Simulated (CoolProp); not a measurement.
Properties of hexamethyldisiloxane (MM) along the isotherm 426.6 K.

Values from CoolProp's reference Helmholtz-energy equation of state, Thol 2016.

| p (MPa) | phase | density (kg/m³) | cp (kJ/(kg K)) | expansivity (1/kK) | fugacity coefficient |
|---|---|---|---|---|---|
| 0.29 | gas | 15.06 | 1.907 | 3.638 | 0.8944 |
| 0.579 | liquid | 605.7 | 2.295 | 2.500 | 0.5709 |
| 0.869 | liquid | 607.5 | 2.290 | 2.445 | 0.3888 |
| 1.16 | liquid | 609.2 | 2.284 | 2.394 | 0.2977 |
| 1.45 | liquid | 610.9 | 2.279 | 2.347 | 0.2434 |
| 1.74 | liquid | 612.5 | 2.275 | 2.302 | 0.2073 |
| 2.03 | liquid | 614.1 | 2.271 | 2.261 | 0.1816 |
| 2.32 | liquid | 615.6 | 2.267 | 2.221 | 0.1623 |
| 2.61 | liquid | 617.1 | 2.263 | 2.184 | 0.1474 |
| 2.9 | liquid | 618.6 | 2.259 | 2.149 | 0.1356 |
